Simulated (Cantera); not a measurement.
**Ammonia decomposition in nitride growth gas**

An isothermal, constant-pressure homogeneous reactor starts with 86.2 % NH3, 13.8 % H2, at 1748 K and 22000 Pa.

Detailed kinetics in Cantera: the gas-phase N/H chemistry of the illustrative SiF4/NH3 mechanism in the Surface Chemkin manual (1991). Walls and surfaces, which speed up NH3 decomposition in real reactors, are not modelled.

| t (s) | x NH3 | x H2 | x N2H4 | x N2H2 | x H | x N2 |
|---|---|---|---|---|---|---|
| 1.00e-5 | 0.862 | 0.138 | 1.62e-12 | 5.67e-12 | 1.28e-7 | <1e-12 |
| 2.85e-5 | 0.862 | 0.138 | 1.87e-11 | 1.14e-10 | 3.12e-7 | 2.38e-12 |
| 8.11e-5 | 0.862 | 0.138 | 1.73e-10 | 1.76e-9 | 8.36e-7 | 3.24e-10 |
| 0.000231 | 0.862 | 0.138 | 1.46e-9 | 2.04e-8 | 2.32e-6 | 2.98e-8 |
| 0.000658 | 0.862 | 0.138 | 1.16e-8 | 1.98e-7 | 6.44e-6 | 1.60e-6 |
| 0.00187 | 0.862 | 0.138 | 6.23e-8 | 1.29e-6 | 1.49e-5 | 4.56e-5 |
| 0.00534 | 0.860 | 0.139 | 9.40e-8 | 2.06e-6 | 1.85e-5 | 0.000393 |
| 0.0152 | 0.856 | 0.142 | 9.37e-8 | 2.05e-6 | 1.89e-5 | 0.00148 |
| 0.0433 | 0.845 | 0.150 | 9.19e-8 | 2.00e-6 | 2.01e-5 | 0.00453 |
| 0.123 | 0.814 | 0.173 | 8.73e-8 | 1.87e-6 | 2.34e-5 | 0.0129 |
| 0.351 | 0.734 | 0.232 | 7.60e-8 | 1.57e-6 | 3.23e-5 | 0.0343 |
| 1.00 | 0.561 | 0.358 | 5.35e-8 | 1.02e-6 | 5.48e-5 | 0.0808 |
x: mole fraction; the columns are a selection and need not sum to one.

Equilibrium at this temperature and pressure: NH3 2.30e-6, H2 0.768, N2H4 <1e-12, N2H2 <1e-12, H 0.000430, N2 0.231 (gas phase only).
